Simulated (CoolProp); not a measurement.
A single-stage vapour-compression cycle with the fluid: evaporating at 271.15 K (dew point), condensing at 292.15 K (bubble point), superheat 5 K, subcooling 0 K, compressor efficiency 0.6, no pressure losses. The same conditions are run with several fluids, on thermodynamics alone (safety and materials aside).

Values from CoolProp's reference Helmholtz-energy equation of state of each fluid (sulfur dioxide: Gao 2016; n-pentane: Thol 2019; ethane: Bücker 2006; CH2F2 (R32): Tillner-Roth 1997; R407C: Lemmon 2003; nitrous oxide: Lemmon 2006). Blends and air are pseudo-pure fits.

Question: Rank sulfur dioxide, n-pentane, ethane, CH2F2 (R32), R407C, nitrous oxide by cooling COP, highest first.

Answer: n-pentane (7.24), sulfur dioxide (7.08), CH2F2 (R32) (6.78), nitrous oxide (5.62), ethane (5.36), R407C (5.26)

```json
[
 {"fluid": "sulfur dioxide", "pressure ratio": "2.23", "discharge temperature (K)": "355.9", "refrigerating effect (kJ/kg)": "357", "volumetric capacity (kJ/m³)": "1470"},
 {"fluid": "n-pentane", "pressure ratio": "2.44", "discharge temperature (K)": "306.3", "refrigerating effect (kJ/kg)": "347", "volumetric capacity (kJ/m³)": "247"},
 {"fluid": "ethane", "pressure ratio": "1.62", "discharge temperature (K)": "312.7", "refrigerating effect (kJ/kg)": "242", "volumetric capacity (kJ/m³)": "9960"},
 {"fluid": "CH2F2 (R32)", "pressure ratio": "1.88", "discharge temperature (K)": "329.1", "refrigerating effect (kJ/kg)": "287", "volumetric capacity (kJ/m³)": "5740"},
 {"fluid": "R407C", "pressure ratio": "2.35", "discharge temperature (K)": "324.6", "refrigerating effect (kJ/kg)": "185", "volumetric capacity (kJ/m³)": "3320"},
 {"fluid": "nitrous oxide", "pressure ratio": "1.67", "discharge temperature (K)": "322.8", "refrigerating effect (kJ/kg)": "195", "volumetric capacity (kJ/m³)": "14900"}
]
```
